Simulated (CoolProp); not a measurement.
The fluid at 512.11 K and 18.9 MPa is throttled through a valve to 6.25 MPa with no heat exchange. The same conditions are run with several fluids, on thermodynamics alone (safety and materials aside).

Model: reference Helmholtz-energy equation of state of each fluid (methanol: de Reuck 1993; octamethyltrisiloxane (MDM): Thol 2017; n-nonane: Lemmon 2006; cyclohexane: Zhou 2014; dodecamethylcyclohexasiloxane (D6): Colonna 2008), in CoolProp.

Q: Rank methanol, octamethyltrisiloxane (MDM), n-nonane, cyclohexane, dodecamethylcyclohexasiloxane (D6) by temperature change (K), highest first.

A: dodecamethylcyclohexasiloxane (D6) (+3.3), octamethyltrisiloxane (MDM) (+2.0), n-nonane (+1.6), cyclohexane (-0.9), methanol (-14.6)

```json
[
 {"fluid": "methanol", "final phase": "two-phase, vapour fraction 0.051", "final density (kg/m³)": "392"},
 {"fluid": "octamethyltrisiloxane (MDM)", "final phase": "liquid", "final density (kg/m³)": "601"},
 {"fluid": "n-nonane", "final phase": "liquid", "final density (kg/m³)": "539"},
 {"fluid": "cyclohexane", "final phase": "liquid", "final density (kg/m³)": "544"},
 {"fluid": "dodecamethylcyclohexasiloxane (D6)", "final phase": "liquid", "final density (kg/m³)": "759"}
]
```
